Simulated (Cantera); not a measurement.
A perfectly stirred reactor is fed with CH4 : O2 : N2 : H2 = 0.0059 : 0.048 : 1 : 0.03 (molar parts), equivalence ratio 0.56, at 10.0 bar; it is held at 1125 K, and followed from long to short residence time.

Computed with Cantera and GRI-Mech 3.0 (53 species, 325 reactions). The temperature is held fixed by assumption; the heat of reaction is taken as removed at once.

Problem. Predict: x(CH4) at τ = 0.400 s; x(O2) at τ = 0.400 s; x(CO) at τ = 0.400 s; x(H2O2) at τ = 0.400 s; x(C2H2) at τ = 0.400 s; x(CH4) at τ = 60.0 ms; x(O2) at τ = 60.0 ms; x(CO) at τ = 60.0 ms; x(H2O2) at τ = 60.0 ms; x(C2H2) at τ = 60.0 ms.

Solution. 
* **x(CH4) at τ = 0.400 s**: 0.000164
* **x(O2) at τ = 0.400 s**: 0.0210
* **x(CO) at τ = 0.400 s**: 0.000744
* **x(H2O2) at τ = 0.400 s**: 2.71e-6
* **x(C2H2) at τ = 0.400 s**: 1.16e-8
* **x(CH4) at τ = 60.0 ms**: 0.000534
* **x(O2) at τ = 60.0 ms**: 0.0233
* **x(CO) at τ = 60.0 ms**: 0.00177
* **x(H2O2) at τ = 60.0 ms**: 1.42e-5
* **x(C2H2) at τ = 60.0 ms**: 2.76e-8
